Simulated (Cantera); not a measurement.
An adiabatic, constant-volume homogeneous reactor starts with CO : H2 : O2 : N2 : CO2 = 1 : 0.98 : 0.45 : 2.25 : 0.48 (molar parts), equivalence ratio 2.2, at 1373 K and 210000 Pa. Integrator tolerance rtol = 1e-08.

Computed with Cantera and GRI-Mech 3.0 (53 species, 325 reactions). The hydrogen kinetics of GRI-Mech 3.0 are dated; newer H2 mechanisms differ, most at raised pressure.

Task: What does this change do: pressure from 210000 Pa to 1000000 Pa?

Result: 
```json
[
 {"quantity": "time of steepest temperature rise", "before": "16.1 µs", "after": "4.46 µs"},
 {"quantity": "temperature at 8.00 s", "before": "2679 K", "after": "2730 K"},
 {"quantity": "equilibrium temperature", "before": "2679 K", "after": "2730 K"},
 {"quantity": "x(CO) at 8.00 s", "before": "0.192 (gas-phase equilibrium 0.192)", "after": "0.192 (gas-phase equilibrium 0.192)"},
 {"quantity": "x(H2) at 8.00 s", "before": "0.0391 (gas-phase equilibrium 0.0391)", "after": "0.0385 (gas-phase equilibrium 0.0385)"},
 {"quantity": "x(O2) at 8.00 s", "before": "0.000822 (gas-phase equilibrium 0.000822)", "after": "0.000280 (gas-phase equilibrium 0.000280)"},
 {"quantity": "x(H2O2) at 8.00 s", "before": "9.10e-8 (gas-phase equilibrium 9.10e-8)", "after": "1.31e-7 (gas-phase equilibrium 1.31e-7)"},
 {"quantity": "x(NO) at 8.00 s", "before": "0.00150 (gas-phase equilibrium 0.00150)", "after": "0.000948 (gas-phase equilibrium 0.000948)"}
]
```

Task: What does this change do: constant pressure in place of constant volume?

Result: 
```
quantity                                                              before                                      after
---------------------------------  -----------------------------------------  -----------------------------------------
time of steepest temperature rise                                    16.1 µs                                    16.4 µs
temperature at 8.00 s                                                 2679 K                                     2496 K
equilibrium temperature                                               2679 K                                     2496 K
x(CO) at 8.00 s                          0.192 (gas-phase equilibrium 0.192)        0.189 (gas-phase equilibrium 0.189)
x(H2) at 8.00 s                        0.0391 (gas-phase equilibrium 0.0391)      0.0404 (gas-phase equilibrium 0.0404)
x(O2) at 8.00 s                    0.000822 (gas-phase equilibrium 0.000822)  0.000268 (gas-phase equilibrium 0.000268)
x(H2O2) at 8.00 s                    9.10e-8 (gas-phase equilibrium 9.10e-8)    2.71e-8 (gas-phase equilibrium 2.71e-8)
x(NO) at 8.00 s                      0.00150 (gas-phase equilibrium 0.00150)  0.000636 (gas-phase equilibrium 0.000636)
```
